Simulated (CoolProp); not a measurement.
Benzene along the isotherm 519.5 K: fugacity coefficient from the reference equation and from simpler models built on Tc = 562.0 K, pc = 4.906 MPa, ω = 0.211; each cubic takes its own stable root.

The numbers come from the reference Helmholtz-energy equation of state, Thol 2012 in CoolProp.

```json
[
 {"p (MPa)": "0.566", "phase": "gas", "reference": "0.9493"},
 {"p (MPa)": "1.13", "phase": "gas", "reference": "0.8991"},
 {"p (MPa)": "1.7", "phase": "gas", "reference": "0.8485"},
 {"p (MPa)": "2.26", "phase": "gas", "reference": "0.7983"},
 {"p (MPa)": "3.4", "phase": "liquid", "reference": "0.6336"},
 {"p (MPa)": "3.96", "phase": "liquid", "reference": "0.5536"},
 {"p (MPa)": "4.53", "phase": "liquid", "reference": "0.4925"},
 {"p (MPa)": "5.09", "phase": "liquid", "reference": "0.4460"},
 {"p (MPa)": "5.66", "phase": "liquid", "reference": "0.4081"},
 {"p (MPa)": "6.23", "phase": "liquid", "reference": "0.3772"},
 {"p (MPa)": "6.79", "phase": "liquid", "reference": "0.3520"},
 {"p (MPa)": "7.36", "phase": "liquid", "reference": "0.3303"}
]
```

**Question.** How far does each simpler model (Soave-Redlich-Kwong, Peng-Robinson) lie from the reference over these 12 states: mean and median of the absolute difference, and the worst?

**Answer.** 
- Soave-Redlich-Kwong: mean 2.1 %, median 2.5 %, worst +3.9 % at 519.5 K and 7.36 MPa
- Peng-Robinson: mean 0.9 %, median 0.9 %, worst -1.4 % at 519.5 K and 2.26 MPa
